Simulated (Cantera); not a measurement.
## Diamond growth

A diamond (100) surface in a fixed gas of H2 with x(CH4) = 0.01, x(H) = 0.0059, x(CH3) = 0.00034, 17.3 Torr; coverages are run to steady state.

Detailed kinetics in Cantera: the Harris–Goodwin 1993 mechanism for the reconstructed diamond (100) surface.

```
T (K)  growth (µm/h)  θ c6HH   θ c6H*  θ c6*H   θ c6**    θ c6HM
-----  -------------  ------  -------  ------  -------  --------
900             2.30   0.653  0.00989   0.276  0.00408    0.0456
950             3.02   0.614   0.0135   0.319  0.00628    0.0362
1000            3.71   0.575   0.0176   0.360  0.00920    0.0281
1050            4.05   0.538   0.0223   0.398   0.0129    0.0201
1100            3.67   0.504   0.0273   0.433   0.0175    0.0122
1150            2.73   0.471   0.0327   0.463   0.0229   0.00598
1200            1.88   0.440   0.0382   0.488   0.0290   0.00248
1250            1.46   0.411   0.0436   0.508   0.0357  0.000958
1300            1.35   0.384   0.0489   0.523   0.0429  0.000366
1350            1.35   0.360   0.0542   0.534   0.0504  0.000140
1400            1.24   0.339   0.0593   0.542   0.0581   5.31e-5
```
θ: site fractions in the mechanism's names (c6HH fully hydrogenated, c6H* and c6*H radical sites, c6** diradical, c6HM methylated).
